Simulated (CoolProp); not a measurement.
R114 along the isobar 774 kPa: density (kg/m³) from the reference equation and from simpler models built on Tc = 420.6 K, pc = 3352 kPa, ω = 0.252; each cubic takes its own stable root.

Values from CoolProp's reference Helmholtz-energy equation of state, Platzer 1990. This equation is an older, rougher fit.

| T (K) | phase | reference | ideal gas | Redlich-Kwong | Soave-Redlich-Kwong | Peng-Robinson |
|---|---|---|---|---|---|---|
| 411.2 | gas | 42.54 | 38.69 | 42.48 | 42.53 | 42.95 |
| 418.6 | gas | 41.53 | 38.01 | 41.51 | 41.52 | 41.92 |
| 426 | gas | 40.57 | 37.35 | 40.59 | 40.56 | 40.94 |
| 433.4 | gas | 39.67 | (withheld) | 39.71 | 39.66 | 40.02 |
| 440.8 | gas | 38.82 | (withheld) | 38.88 | 38.81 | 39.15 |
| 448.2 | gas | 38.01 | 35.50 | 38.09 | 38.00 | 38.33 |
| 455.6 | gas | 37.24 | 34.92 | 37.34 | 37.22 | 37.54 |
| 463 | gas | 36.50 | 34.37 | 36.61 | 36.48 | 36.79 |
| 470.4 | gas | 35.80 | 33.82 | (withheld) | 35.78 | 36.07 |
| 477.8 | gas | 35.13 | 33.30 | 35.26 | 35.11 | 35.39 |
| 485.2 | gas | 34.49 | 32.79 | 34.63 | (withheld) | 34.73 |
| 492.6 | gas | 33.87 | (withheld) | (withheld) | 33.85 | 34.10 |
| 500 | gas | 33.28 | 31.82 | 33.43 | 33.25 | 33.50 |

### Question
Complete the blanks.

### Answer

- 433.4, ideal gas: 36.71
- 440.8, ideal gas: 36.10
- 470.4, Redlich-Kwong: 35.92
- 485.2, Soave-Redlich-Kwong: 34.46
- 492.6, ideal gas: 32.30
- 492.6, Redlich-Kwong: 34.02
